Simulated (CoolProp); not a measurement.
Properties of toluene along the isotherm 225.05 °C (Tc = 318.6 °C, pc = 41.26 bar, ω = 0.266).

Model: reference Helmholtz-energy equation of state, Lemmon 2006, in CoolProp. It is a short technical equation, of lower accuracy than the large ones.

| p (bar) | phase | Z | speed of sound (m/s) | Joule-Thomson coefficient (K/MPa) | isothermal compressibility (1/MPa) | expansivity (1/kK) | viscosity (µPa s) |
|---|---|---|---|---|---|---|---|
| 0.326 | gas | 0.9949 | 216.4 | 12.82 | 30.83 | 2.042 | 11.4 |
| 0.527 | gas | 0.9917 | 215.8 | 12.88 | 19.14 | 2.064 | 11.4 |
| 0.851 | gas | 0.9865 | 214.8 | 12.98 | 11.91 | 2.100 | 11.4 |
| 1.38 | gas | 0.9779 | 213.1 | 13.16 | 7.413 | 2.162 | 11.4 |
| 2.22 | gas | 0.9641 | 210.4 | 13.44 | 4.677 | 2.266 | 11.4 |
| 3.59 | gas | 0.9408 | 205.7 | 13.96 | 2.970 | 2.458 | 11.4 |
| 5.8 | gas | 0.9009 | 197.6 | 14.96 | 1.933 | 2.839 | 11.4 |
| 9.37 | gas | 0.8283 | 182.3 | 17.23 | 1.334 | 3.773 | 11.4 |
| 15.1 | liquid | 0.05227 | 530.7 | 0.1341 | 0.007367 | 2.441 | 118 |
| 24.5 | liquid | 0.08424 | 547.9 | 0.09616 | 0.006812 | 2.318 | 121 |
| 39.5 | liquid | 0.1345 | 573.2 | 0.04610 | 0.006100 | 2.156 | 124 |
| 63.9 | liquid | 0.2146 | 610.1 | -0.01637 | 0.005240 | 1.954 | 129 |
| 103 | liquid | 0.3396 | 661.5 | -0.08681 | 0.004309 | 1.726 | 137 |

Viscosity comes from a separate model (Avgeri 2015).
